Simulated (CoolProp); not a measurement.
Hexamethyldisiloxane (MM) along the isotherm 537.3 K: density (kg/m³) from the reference equation and from simpler models built on Tc = 518.7 K, pc = 1.931 MPa, ω = 0.418; each cubic takes its own stable root.

Model: reference Helmholtz-energy equation of state, Thol 2016, in CoolProp.

| p (MPa) | phase | reference |
|---|---|---|
| 0.00916 | gas | 0.3334 |
| 0.0143 | gas | 0.5210 |
| 0.0222 | gas | 0.8099 |
| 0.0346 | gas | 1.265 |
| 0.0538 | gas | 1.973 |
| 0.0838 | gas | 3.089 |
| 0.131 | gas | 4.867 |
| 0.203 | gas | 7.637 |
| 0.316 | gas | 12.13 |
| 0.493 | gas | 19.58 |
| 0.767 | gas | 32.29 |
| 1.19 | gas | 55.72 |
| 1.86 | gas | 111.4 |
| 2.9 | supercritical | 363.1 |

Q: How far does each simpler model (Redlich-Kwong, Peng-Robinson) lie from the reference over these 14 states: mean and median of the absolute difference, and the worst?

A: 
- Redlich-Kwong: mean 0.9 %, median 0.1 %, worst -10.8 % at 537.3 K and 2.9 MPa
- Peng-Robinson: mean 1.1 %, median 0.2 %, worst -10.1 % at 537.3 K and 2.9 MPa
